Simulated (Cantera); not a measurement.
An isothermal, constant-pressure homogeneous reactor starts with NO : N2 = 1 : 0.49 (molar parts), at 1975 K and 100000 Pa.

Detailed kinetics in Cantera: GRI-Mech 3.0 (53 species, 325 reactions).

Problem. Predict: x(NO) at 2.00 s; x(O) at 2.00 s; x(N2) at 2.00 s; x(NO2) at 2.00 s; x(O2) at 2.00 s; x(N2O) at 2.00 s.

Solution. 
```json
{
  "x(NO) at 2.00 s": "0.0865 (gas-phase equilibrium 0.00825)",
  "x(O) at 2.00 s": "0.000301 (gas-phase equilibrium 0.000319)",
  "x(N2) at 2.00 s": "0.621 (gas-phase equilibrium 0.660)",
  "x(NO2) at 2.00 s": "0.000183 (gas-phase equilibrium 1.86e-5)",
  "x(O2) at 2.00 s": "0.292 (gas-phase equilibrium 0.331)",
  "x(N2O) at 2.00 s": "3.47e-6 (gas-phase equilibrium 4.25e-7)"
}
```
